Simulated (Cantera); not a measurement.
An adiabatic, constant-volume homogeneous reactor starts with 11.6 % CO, 0.520 % H2, 6.04 % O2, 72.5 % N2, 9.37 % H2O, equivalence ratio 1.0, at 1075 K and 1300000 Pa.

Model: GRI-Mech 3.0 (53 species, 325 reactions), integrated in Cantera. The hydrogen kinetics of GRI-Mech 3.0 are dated; newer H2 mechanisms differ, most at raised pressure. The pressure lies above the range GRI-Mech 3.0 was tuned for (to about 10 atm).

Question: Predict: time of steepest temperature rise; temperature at 7.00 s; equilibrium temperature; x(CO) at 7.00 s; x(H2) at 7.00 s; x(O2) at 7.00 s; x(H2O) at 7.00 s; x(H2O2) at 7.00 s.

Answer: 
```json
{
  "time_of_steepest_temperature_rise": "3.46 ms",
  "temperature at 7.00 s": "2181 K",
  "equilibrium_temperature": "2181 K",
  "x(CO) at 7.00 s": "0.00347 (gas-phase equilibrium 0.00347)",
  "x(H2) at 7.00 s": "0.000581 (gas-phase equilibrium 0.000581)",
  "x(O2) at 7.00 s": "0.00133 (gas-phase equilibrium 0.00133)",
  "x(H2O) at 7.00 s": "0.104 (gas-phase equilibrium 0.104)",
  "x(H2O2) at 7.00 s": "6.10e-8 (gas-phase equilibrium 6.10e-8)"
}
```
